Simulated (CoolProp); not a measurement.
Properties of carbon monoxide along the isotherm -114.25 °C.

Values from CoolProp's reference Helmholtz-energy equation of state, Lemmon 2006. It is a short technical equation, of lower accuracy than the large ones.

```json
[
 {"p (MPa)": "0.437", "phase": "gas", "cp (kJ/(kg K))": "1.079", "cv (kJ/(kg K))": "0.7494", "speed of sound (m/s)": "254.1", "isothermal compressibility (1/MPa)": "2.347", "expansivity (1/kK)": "6.797"},
 {"p (MPa)": "0.875", "phase": "gas", "cp (kJ/(kg K))": "1.124", "cv (kJ/(kg K))": "0.7570", "speed of sound (m/s)": "251.4", "isothermal compressibility (1/MPa)": "1.204", "expansivity (1/kK)": "7.370"},
 {"p (MPa)": "1.31", "phase": "gas", "cp (kJ/(kg K))": "1.176", "cv (kJ/(kg K))": "[?]", "speed of sound (m/s)": "248.7", "isothermal compressibility (1/MPa)": "0.8275", "expansivity (1/kK)": "[?]"},
 {"p (MPa)": "1.75", "phase": "gas", "cp (kJ/(kg K))": "1.237", "cv (kJ/(kg K))": "[?]", "speed of sound (m/s)": "246.1", "isothermal compressibility (1/MPa)": "0.6390", "expansivity (1/kK)": "8.771"},
 {"p (MPa)": "2.19", "phase": "gas", "cp (kJ/(kg K))": "1.307", "cv (kJ/(kg K))": "0.7826", "speed of sound (m/s)": "243.7", "isothermal compressibility (1/MPa)": "0.5279", "expansivity (1/kK)": "9.638"},
 {"p (MPa)": "2.62", "phase": "gas", "cp (kJ/(kg K))": "1.388", "cv (kJ/(kg K))": "0.7919", "speed of sound (m/s)": "241.5", "isothermal compressibility (1/MPa)": "[?]", "expansivity (1/kK)": "10.62"},
 {"p (MPa)": "3.06", "phase": "gas", "cp (kJ/(kg K))": "1.485", "cv (kJ/(kg K))": "0.8021", "speed of sound (m/s)": "239.5", "isothermal compressibility (1/MPa)": "0.4062", "expansivity (1/kK)": "11.78"},
 {"p (MPa)": "3.5", "phase": "supercritical", "cp (kJ/(kg K))": "1.600", "cv (kJ/(kg K))": "0.8129", "speed of sound (m/s)": "237.7", "isothermal compressibility (1/MPa)": "0.3696", "expansivity (1/kK)": "13.14"},
 {"p (MPa)": "3.94", "phase": "supercritical", "cp (kJ/(kg K))": "1.737", "cv (kJ/(kg K))": "0.8243", "speed of sound (m/s)": "236.4", "isothermal compressibility (1/MPa)": "0.3422", "expansivity (1/kK)": "14.72"},
 {"p (MPa)": "4.37", "phase": "supercritical", "cp (kJ/(kg K))": "1.895", "cv (kJ/(kg K))": "0.8360", "speed of sound (m/s)": "235.6", "isothermal compressibility (1/MPa)": "0.3215", "expansivity (1/kK)": "16.50"},
 {"p (MPa)": "4.81", "phase": "supercritical", "cp (kJ/(kg K))": "2.085", "cv (kJ/(kg K))": "0.8485", "speed of sound (m/s)": "235.4", "isothermal compressibility (1/MPa)": "0.3042", "expansivity (1/kK)": "18.58"},
 {"p (MPa)": "5.25", "phase": "supercritical", "cp (kJ/(kg K))": "2.304", "cv (kJ/(kg K))": "0.8612", "speed of sound (m/s)": "236.0", "isothermal compressibility (1/MPa)": "0.2891", "expansivity (1/kK)": "20.88"}
]
```

Question: Fill in the missing entries.

Answer: 
- 1.31, cv (kJ/(kg K)): 0.7650
- 1.31, expansivity (1/kK): 8.019
- 1.75, cv (kJ/(kg K)): 0.7735
- 2.62, isothermal compressibility (1/MPa): 0.4568
